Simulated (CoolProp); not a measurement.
Propylene at 244.24 K and 2.16 MPa is throttled through a valve to 0.184 MPa with no heat exchange. Each further row changes one setting.

Values from CoolProp's reference Helmholtz-energy equation of state, Lemmon 2013.

```csv
case,temperature change (K),final phase,final density (kg/m³)
as stated,-4.7,"two-phase, vapour fraction 0.029",116
outlet pressure 0.0552 MPa,-31.2,"two-phase, vapour fraction 0.156",8.52
outlet pressure 0.239 MPa,+0.7,liquid,585
```
